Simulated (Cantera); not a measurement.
Reactions in the system Cu-F-N

Source: NASA polynomial tables (part measured, part estimated), evaluated in Cantera. Values are per mole of reaction as written; species without (g) are pure solids or liquids, kept so even where they would boil at 1 bar.

N₂(g) + 3 CuF₂ → 2 NF₃(g) + 3 Cu

```json
[
 {"T (K)": "548", "ΔH° (kJ)": "1341.7", "ΔS° (J/K)": "168.8", "ΔG° (kJ)": "1249.1", "log10 K": "-119.06", "condensed phases": "CuF₂(s), Cu(s)"},
 {"T (K)": "748", "ΔH° (kJ)": "1331.1", "ΔS° (J/K)": "152.4", "ΔG° (kJ)": "1217.1", "log10 K": "-84.99", "condensed phases": "CuF₂(s), Cu(s)"},
 {"T (K)": "948", "ΔH° (kJ)": "1319.9", "ΔS° (J/K)": "139.2", "ΔG° (kJ)": "1188.0", "log10 K": "-65.46", "condensed phases": "CuF₂(s), Cu(s)"},
 {"T (K)": "1148", "ΔH° (kJ)": "1141.8", "ΔS° (J/K)": "-22.1", "ΔG° (kJ)": "1167.1", "log10 K": "-53.10", "condensed phases": "CuF₂(l), Cu(s)"},
 {"T (K)": "1348", "ΔH° (kJ)": "1126.4", "ΔS° (J/K)": "-34.4", "ΔG° (kJ)": "1172.8", "log10 K": "-45.45", "condensed phases": "CuF₂(l), Cu(s)"},
 {"T (K)": "1548", "ΔH° (kJ)": "1151.8", "ΔS° (J/K)": "-15.1", "ΔG° (kJ)": "1175.2", "log10 K": "-39.65", "condensed phases": "CuF₂(l), Cu(l)"},
 {"T (K)": "1748", "ΔH° (kJ)": "1138.0", "ΔS° (J/K)": "-23.5", "ΔG° (kJ)": "1179.0", "log10 K": "-35.23", "condensed phases": "CuF₂(l), Cu(l)"},
 {"T (K)": "1948", "ΔH° (kJ)": "1124.5", "ΔS° (J/K)": "-30.8", "ΔG° (kJ)": "1184.5", "log10 K": "-31.76", "condensed phases": "CuF₂(l), Cu(l)"}
]
```
